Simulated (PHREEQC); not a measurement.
Dissolve 69 mmol/kgw KOH, 15 mmol/kgw Al(NO3)3 and 2.9 mmol/kgw CO2 at 60 °C. Closed to the air; pH follows from the charge balance.

Computed with PHREEQC (ion-association model, wateq4f.dat).

Each row changes one thing in this solution. No solid was allowed to form.

```csv
case,pH,ionic strength (mol/kgw),CO3-2 (mol/kgw),HCO3- (mol/kgw),Al(OH)3 (mol/kgw),CO2 (mol/kgw),SI of Boehmite (AlOOH),SI of Gibbsite (Al(OH)3)
as made,10.49,0.0714,0.00236,0.000535,9.11e-8,2.63e-8,+0.61,+0.67
temperature from 60 to 30 °C,11.26,0.0717,0.00275,0.000153,3.18e-8,1.42e-9,+0.73,+1.14
diluted 5-fold with water,9.95,0.0141,0.000278,0.000301,7.23e-8,5.83e-8,+0.51,+0.56
Al(NO3)3 from 0.015 to 0.0135 mol/kgw,10.90,0.0717,0.00266,0.000238,3.24e-8,4.63e-9,+0.16,+0.22
CO2 from 0.0029 to 0.00261 mol/kgw,10.55,0.0712,0.00217,0.000436,8.07e-8,1.90e-8,+0.56,+0.62
temperature from 60 to 90 °C,9.96,0.0707,0.00168,0.00122,1.11e-7,2.49e-7,+0.46,+0.22
```

Some of these states are supersaturated (in Boehmite (slow to form), Gibbsite (slow to form), for instance). Away from 25 °C the constants follow the database's enthalpies or fits; those with neither stay at their 25 °C values.
